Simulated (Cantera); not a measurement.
An isothermal, constant-pressure homogeneous reactor starts with CO : O2 : H2O : N2 = 0.01 : 0.025 : 0.0019 : 1 (molar parts), at 1273 K and 1.78 atm.

Computed with Cantera and GRI-Mech 3.0 (53 species, 325 reactions).

x: mole fraction; the columns are a selection and need not sum to one.

```csv
t (s),x CO,x O2,x H2O,x H,x H2
0.000400,0.00964,0.0241,0.00183,1.67e-9,2.12e-10
0.000772,0.00964,0.0241,0.00183,1.06e-8,2.04e-9
0.00149,0.00964,0.0241,0.00183,2.60e-7,6.84e-8
0.00288,___,0.0234,0.00178,2.94e-5,1.69e-5
0.00556,___,0.0214,0.00179,2.06e-5,1.69e-5
0.0107,___,0.0202,0.00181,5.64e-6,6.95e-6
0.0207,___,0.0196,0.00183,1.18e-6,2.19e-6
0.0400,___,0.0195,0.00184,2.06e-7,5.71e-7
0.0772,___,0.0194,0.00184,3.13e-8,1.37e-7
0.149,___,0.0194,0.00184,4.51e-9,3.35e-8
0.288,___,0.0194,0.00184,7.13e-10,9.00e-9
0.556,___,0.0194,0.00184,1.57e-10,3.03e-9
1.07,___,0.0194,0.00184,5.19e-11,1.38e-9
2.07,___,0.0194,0.00184,2.03e-11,7.38e-10
4.00,___,0.0194,0.00184,1.27e-11,5.41e-10
```

Question: Fill in the missing entries.

Answer: 
- 0.00288, x CO: 0.00853
- 0.00556, x CO: 0.00429
- 0.0107, x CO: 0.00169
- 0.0207, x CO: 0.000556
- 0.0400, x CO: 0.000158
- 0.0772, x CO: 3.91e-5
- 0.149, x CO: 8.64e-6
- 0.288, x CO: 1.71e-6
- 0.556, x CO: 2.76e-7
- 1.07, x CO: 3.55e-8
- 2.07, x CO: 8.15e-9
- 4.00, x CO: 4.83e-9
